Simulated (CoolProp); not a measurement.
Saturation properties of octamethyltrisiloxane (MDM).

Values from CoolProp's reference Helmholtz-energy equation of state, Thol 2017.

```json
[
 {"T (K)": "335.6", "p (kPa)": "4.110", "vapour density (kg/m³)": "0.3508", "enthalpy of vaporisation (kJ/kg)": "189.7", "surface tension (mN/m)": "13.3"},
 {"T (K)": "340.7", "p (kPa)": "5.232", "vapour density (kg/m³)": "0.4405", "enthalpy of vaporisation (kJ/kg)": "187.7", "surface tension (mN/m)": "12.9"},
 {"T (K)": "345.8", "p (kPa)": "6.599", "vapour density (kg/m³)": "0.5483", "enthalpy of vaporisation (kJ/kg)": "185.7", "surface tension (mN/m)": "12.4"},
 {"T (K)": "351", "p (kPa)": "8.286", "vapour density (kg/m³)": "0.6796", "enthalpy of vaporisation (kJ/kg)": "183.7", "surface tension (mN/m)": "12.0"},
 {"T (K)": "356.1", "p (kPa)": "10.27", "vapour density (kg/m³)": "0.8322", "enthalpy of vaporisation (kJ/kg)": "181.6", "surface tension (mN/m)": "11.6"},
 {"T (K)": "361.2", "p (kPa)": "12.64", "vapour density (kg/m³)": "1.012", "enthalpy of vaporisation (kJ/kg)": "179.6", "surface tension (mN/m)": "11.2"},
 {"T (K)": "366.4", "p (kPa)": "15.49", "vapour density (kg/m³)": "1.226", "enthalpy of vaporisation (kJ/kg)": "177.6", "surface tension (mN/m)": "10.7"},
 {"T (K)": "371.5", "p (kPa)": "18.78", "vapour density (kg/m³)": "1.470", "enthalpy of vaporisation (kJ/kg)": "175.5", "surface tension (mN/m)": "10.3"},
 {"T (K)": "376.7", "p (kPa)": "22.69", "vapour density (kg/m³)": "1.757", "enthalpy of vaporisation (kJ/kg)": "173.4", "surface tension (mN/m)": "9.93"},
 {"T (K)": "381.8", "p (kPa)": "27.14", "vapour density (kg/m³)": "2.082", "enthalpy of vaporisation (kJ/kg)": "171.4", "surface tension (mN/m)": "9.54"},
 {"T (K)": "386.9", "p (kPa)": "32.27", "vapour density (kg/m³)": "2.452", "enthalpy of vaporisation (kJ/kg)": "169.3", "surface tension (mN/m)": "9.15"},
 {"T (K)": "392.1", "p (kPa)": "38.27", "vapour density (kg/m³)": "2.882", "enthalpy of vaporisation (kJ/kg)": "167.1", "surface tension (mN/m)": "8.76"},
 {"T (K)": "397.2", "p (kPa)": "44.98", "vapour density (kg/m³)": "3.361", "enthalpy of vaporisation (kJ/kg)": "165.0", "surface tension (mN/m)": "8.38"},
 {"T (K)": "402.3", "p (kPa)": "52.60", "vapour density (kg/m³)": "3.900", "enthalpy of vaporisation (kJ/kg)": "162.8", "surface tension (mN/m)": "8.01"},
 {"T (K)": "407.5", "p (kPa)": "61.38", "vapour density (kg/m³)": "4.519", "enthalpy of vaporisation (kJ/kg)": "160.6", "surface tension (mN/m)": "7.64"}
]
```

It boils at 425.6 K under 1 atm.

Surface tension comes from a separate correlation (Mulero 2014), older than this fluid's equation and unchecked against measurements.
